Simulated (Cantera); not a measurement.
A Cantera script and what it prints.

```python
import numpy as np
import cantera as ct

gas_names = """
    CL2 TiCL3 PbCL2 ALCL3 NaCL
""".split()
cond_names = """
    Ti(a) Ti(b) Ti(L) Ca(a) Ca(b) Ca(L) CaCL2(s) CaCL2(L) Pb(cr) Pb(L) AL(cr) AL(L) Na(cr) Na(L)
""".split()


def load(file, names, dense=False):
    # The tables refer to 1 bar. Condensed volumes are neglected.
    table = {s.name: s for s in ct.Species.list_from_file(file)}
    out = []
    for n in names:
        d = dict(table[n].input_data)
        d["thermo"] = dict(d["thermo"], **{"reference-pressure": 1e5})
        if dense:
            d["equation-of-state"] = {"model": "constant-volume", "density": "1e6 g/cm^3"}
        out.append(ct.Species.from_dict(d))
    return out


species = {s.name: s for s in load("nasa_gas.yaml", gas_names) + load("nasa_condensed.yaml", cond_names)}
# Each term lists the table entries of one substance; the one whose range holds T is used.
reactions = {
    '0.6667 Ti + Cl2(g) = 0.6667 TiCl3(g)':
        [(-0.6666666666666666, ['Ti(a)', 'Ti(b)', 'Ti(L)']), (-1, ['CL2']), (0.6666666666666666, ['TiCL3'])],
    'Ca + Cl2(g) = CaCl2':
        [(-1, ['Ca(a)', 'Ca(b)', 'Ca(L)']), (-1, ['CL2']), (1, ['CaCL2(s)', 'CaCL2(L)'])],
    'Pb + Cl2(g) = PbCl2(g)':
        [(-1, ['Pb(cr)', 'Pb(L)']), (-1, ['CL2']), (1, ['PbCL2'])],
    '0.6667 Al + Cl2(g) = 0.6667 AlCl3(g)':
        [(-0.6666666666666666, ['AL(cr)', 'AL(L)']), (-1, ['CL2']), (0.6666666666666666, ['ALCL3'])],
    '2 Na + Cl2(g) = 2 NaCl(g)':
        [(-2, ['Na(cr)', 'Na(L)']), (-1, ['CL2']), (2, ['NaCL'])],
}


def pick(names, T):
    return next(species[n] for n in names if species[n].thermo.min_temp <= T <= species[n].thermo.max_temp)


results = []
for label, terms in reactions.items():
    print(label)
    print("     T/K   dH/kJ  dS/(J/K)   dG/kJ   log10 K")
    for T in [625, 775, 925, 1075, 1225]:
        used = [(nu, pick(names, T)) for nu, names in terms]
        dH = sum(nu * s.thermo.h(T) for nu, s in used) / 1e6
        dS = sum(nu * s.thermo.s(T) for nu, s in used) / 1e3
        dG = dH - T * dS / 1e3
        logK = -dG * 1e6 / (ct.gas_constant * T * np.log(10))
        results.append((label, T, dH, dS, dG, logK, [s.name for _, s in used]))
        print(f"{T:8g} {dH:8.1f} {dS:8.1f} {dG:8.1f} {logK:8.2f}")
```

It prints:

```
0.6667 Ti + Cl2(g) = 0.6667 TiCl3(g)
     T/K   dH/kJ  dS/(J/K)   dG/kJ   log10 K
     625   -359.7    -32.7   -339.2    28.35
     775   -359.7    -32.8   -334.3    22.53
     925   -359.9    -33.0   -329.4    18.60
    1075   -360.3    -33.4   -324.4    15.76
    1225   -363.4    -36.1   -319.2    13.61
Ca + Cl2(g) = CaCl2
     T/K   dH/kJ  dS/(J/K)   dG/kJ   log10 K
     625   -791.7   -151.6   -697.0    58.25
     775   -790.9   -150.5   -674.3    45.45
     925   -788.8   -148.0   -651.9    36.81
    1075   -757.4   -117.9   -630.7    30.65
    1225   -761.8   -121.9   -612.5    26.12
Pb + Cl2(g) = PbCl2(g)
     T/K   dH/kJ  dS/(J/K)   dG/kJ   log10 K
     625   -181.3     16.0   -191.3    15.99
     775   -182.7     14.0   -193.5    13.04
     925   -184.1     12.3   -195.5    11.04
    1075   -185.4     11.0   -197.3     9.58
    1225   -186.7      9.9   -198.8     8.48
0.6667 Al + Cl2(g) = 0.6667 AlCl3(g)
     T/K   dH/kJ  dS/(J/K)   dG/kJ   log10 K
     625   -390.4    -33.7   -369.3    30.86
     775   -390.8    -34.3   -364.2    24.55
     925   -391.4    -35.1   -359.0    20.27
    1075   -399.2    -43.3   -352.6    17.13
    1225   -399.8    -43.8   -346.1    14.76
2 Na + Cl2(g) = 2 NaCl(g)
     T/K   dH/kJ  dS/(J/K)   dG/kJ   log10 K
     625   -375.5    102.9   -439.9    36.76
     775   -378.6     98.5   -454.9    30.66
     925   -381.5     95.0   -469.5    26.51
    1075   -384.4     92.2   -483.5    23.49
    1225   -387.4     89.6   -497.1    21.20
```

Cantera with NASA thermochemical tables; ideal gases at 1 bar, condensed phases pure. Condensed species are held in their standard states even where they would react or evaporate.
